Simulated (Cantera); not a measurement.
An isothermal, constant-pressure homogeneous reactor starts with C2H6 : N2 = 1 : 0.59 (molar parts), at 1725 K and 100.0 Torr.

Model: GRI-Mech 3.0 (53 species, 325 reactions), integrated in Cantera. GRI-Mech 3.0 stops at C3 and has no aromatics, soot or wall deposition, so with more carbon than oxygen in the feed, carbon stays in small species such as C2H2 where larger ones or solid carbon would form.

One state of this run: x C2H6 = 7.40e-7; x HCN = 4.63e-7; x H = 0.000370; x H2 = 0.547; x C2H2 = 0.276; x CH2 = 9.01e-8; x CH4 = 0.00955. x: mole fraction; the columns are a selection and need not sum to one.

Q: Which value of t (s) does it belong to?
(A) 0.0622
(B) 0.00110
(C) 0.469
(D) 0.0227

A: C, 0.469
